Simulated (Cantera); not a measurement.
An isothermal, constant-pressure homogeneous reactor starts with CO : O2 : H2O : N2 = 0.0084 : 0.018 : 0.016 : 1 (molar parts), equivalence ratio 0.23, at 1225 K and 500000 Pa. Integrator tolerance rtol = 1e-08.

Computed with Cantera and GRI-Mech 3.0 (53 species, 325 reactions).

Problem. What does this change do: O2 0.018 to 0.0031 parts?

Solution. 
```
quantity                                             before                                      after
----------------  -----------------------------------------  -----------------------------------------
x(CO) at 4.00 s   9.81e-10 (gas-phase equilibrium 9.82e-10)  0.000992 (gas-phase equilibrium 0.000916)
x(O2) at 4.00 s       0.0133 (gas-phase equilibrium 0.0133)    5.67e-10 (gas-phase equilibrium <1e-12)
x(H2O) at 4.00 s      0.0154 (gas-phase equilibrium 0.0154)      0.0145 (gas-phase equilibrium 0.0144)
x(H2) at 4.00 s     1.27e-9 (gas-phase equilibrium 1.27e-9)    0.00116 (gas-phase equilibrium 0.00123)
x(NO) at 4.00 s     3.30e-8 (gas-phase equilibrium 6.59e-5)   1.05e-7 (gas-phase equilibrium 6.40e-11)
x(HO2) at 4.00 s    1.30e-9 (gas-phase equilibrium 1.30e-9)      <1e-12 (gas-phase equilibrium <1e-12)
x(CO2) at 4.00 s    0.00809 (gas-phase equilibrium 0.00809)    0.00721 (gas-phase equilibrium 0.00728)
```
